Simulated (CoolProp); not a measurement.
A single-stage vapour-compression cycle with propylene: evaporating at 241.15 K (dew point), condensing at 270.15 K (bubble point), superheat 2 K, subcooling 2 K, compressor efficiency 0.75, no pressure losses. Each further row changes one setting.

Values from CoolProp's reference Helmholtz-energy equation of state, Lemmon 2013.

```json
[
 {"case": "as stated", "cooling COP": "5.61", "pressure ratio": "2.72", "discharge temperature (K)": "293.3", "refrigerating effect (kJ/kg)": "361", "volumetric capacity (kJ/m³)": "1560"},
 {"case": "evaporating temperature 246.15 K", "cooling COP": "[?]", "pressure ratio": "2.25", "discharge temperature (K)": "289.0", "refrigerating effect (kJ/kg)": "366", "volumetric capacity (kJ/m³)": "1890"},
 {"case": "condensing temperature 265.15 K", "cooling COP": "6.92", "pressure ratio": "2.33", "discharge temperature (K)": "285.3", "refrigerating effect (kJ/kg)": "373", "volumetric capacity (kJ/m³)": "1610"},
 {"case": "subcooling 7 K", "cooling COP": "[?]", "pressure ratio": "2.72", "discharge temperature (K)": "293.3", "refrigerating effect (kJ/kg)": "373", "volumetric capacity (kJ/m³)": "1610"},
 {"case": "superheat 12 K", "cooling COP": "5.56", "pressure ratio": "2.72", "discharge temperature (K)": "303.8", "refrigerating effect (kJ/kg)": "[?]", "volumetric capacity (kJ/m³)": "[?]"},
 {"case": "compressor efficiency 0.65", "cooling COP": "4.86", "pressure ratio": "2.72", "discharge temperature (K)": "299.2", "refrigerating effect (kJ/kg)": "361", "volumetric capacity (kJ/m³)": "1560"}
]
```

Complete the blanks.


- evaporating temperature 246.15 K, cooling COP: 7.04
- subcooling 7 K, cooling COP: 5.80
- superheat 12 K, refrigerating effect (kJ/kg): 375
- superheat 12 K, volumetric capacity (kJ/m³): 1540
